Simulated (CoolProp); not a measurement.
The fluid at 310.41 K and 2.36 MPa flows at 0.9 m/s in a round tube of 4.6 mm bore and 15 µm roughness, fully developed (64/Re and Nu = 3.66 if laminar; Colebrook and Gnielinski if turbulent). The same conditions are run with several fluids, on thermodynamics alone (safety and materials aside).

Computed with CoolProp (reference Helmholtz-energy equation of state of each fluid (ammonia: Gao 2020; n-nonane: Lemmon 2006; R236FA: Pan 2012; propylene: Lemmon 2013; water: Wagner 2002)).

Question: Rank ammonia, n-nonane, R236FA, propylene, water by Reynolds number, highest first.

Answer: propylene (23400), R236FA (21500), ammonia (20500), water (5980), n-nonane (5070)

| fluid | Darcy friction factor | pressure drop (Pa/m) | heat-transfer coefficient (W/(m² K)) | mass flow (kg/h) |
|---|---|---|---|---|
| ammonia | 0.0318 | 1640 | 8540 | 31.5 |
| n-nonane | 0.0408 | 2530 | 1320 | 38.0 |
| R236FA | 0.0316 | 3700 | 2360 | 71.5 |
| propylene | 0.0313 | 1340 | 2910 | 26.3 |
| water | 0.0393 | 3440 | 5950 | 53.5 |

Transport values come from each fluid's own correlations; those of R236FA, propylene are estimates that may be off by 10 % or more.
